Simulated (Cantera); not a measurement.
Mixture: H₂ : O₂ : N₂ : H₂O = 1 : 0.227 : 0.855 : 0.075 (molar parts), equivalence ratio 2.2, at 2500000 Pa, adiabatic and at constant pressure. Ignition delay is the time to a rise of 400 K.

Cantera simulation using GRI-Mech 3.0 (53 species, 325 reactions); the numbers are that mechanism's predictions, not measurements. The hydrogen kinetics of GRI-Mech 3.0 are dated; newer H2 mechanisms differ, most at raised pressure. The pressure lies above the range GRI-Mech 3.0 was tuned for (to about 10 atm). Below about 950 K walls govern HO2 and H2O2 in real vessels.

### Question
Predict: delay at 850 K; delay at 1050 K; delay at 1250 K; delay at 1450 K; delay at 1650 K.

### Answer
```
Item                Value
---------------  --------
delay at 850 K    0.190 s
delay at 1050 K   1.45 ms
delay at 1250 K   47.4 µs
delay at 1450 K   2.13 µs
delay at 1650 K  0.489 µs
```
